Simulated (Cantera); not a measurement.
Input: 1 mol SiH2Cl2, 1.7 mol HCl, 12 mol N2, at 1 atm.

These are equilibrium values from Cantera (NASA tables, ideal gas, pure condensed phases), not measurements of a reactor. Candidate condensed phases: NH4Cl, Si, Si3N4; 28 gas species. N2 is the only nitrogen source here; it is nearly inert below about 1500 K, so the nitride shown seldom forms there in practice. The tables' values for SiCl3 are old estimates; treat these amounts as uncertain. Equilibrium is a limit: real reactors are often held back by kinetics, nucleation or transport.

x: gas mole fraction; n: condensed amount in mol.

```csv
T (°C),x N2,x HCl,x H2,x SiCl4,x SiCl3,x SiCl2,x SiHCl3,n Si3N4(s)
627,0.783,0.122,0.0631,0.0315,7.59e-7,8.71e-10,4.61e-5,0.177
677,0.782,0.127,0.0609,0.0304,2.39e-6,(withheld),(withheld),0.182
727,0.781,0.130,0.0590,0.0295,6.69e-6,3.68e-8,9.41e-5,0.187
777,0.780,0.134,0.0573,0.0286,1.70e-5,1.82e-7,0.000127,0.191
827,0.780,0.137,0.0558,0.0278,3.94e-5,7.76e-7,0.000168,0.194
877,0.779,0.139,0.0544,0.0271,8.48e-5,2.91e-6,0.000215,0.197
927,0.778,0.142,0.0532,0.0263,0.000171,(withheld),(withheld),0.200
977,0.778,0.144,0.0521,0.0256,0.000324,2.94e-5,0.000331,0.203
1027,0.777,0.145,0.0511,0.0249,0.000584,8.13e-5,0.000399,0.204
1077,0.777,0.147,0.0503,0.0241,0.001000,0.000207,0.000472,0.205
1127,0.777,0.148,0.0496,0.0231,0.00163,0.000490,0.000547,0.205
1177,0.776,0.149,0.0491,0.0218,0.00254,0.00108,0.000621,0.204
1227,0.775,0.149,0.0489,0.0202,0.00377,0.00223,0.000687,0.199
1277,0.775,0.148,0.0491,0.0180,0.00528,0.00431,0.000736,0.191
```

**Question.** Fill in the missing entries.

**Answer.** 
- 677, x SiCl2: 6.26e-9
- 677, x SiHCl3: 6.72e-5
- 927, x SiCl2: 9.72e-6
- 927, x SiHCl3: 0.000269
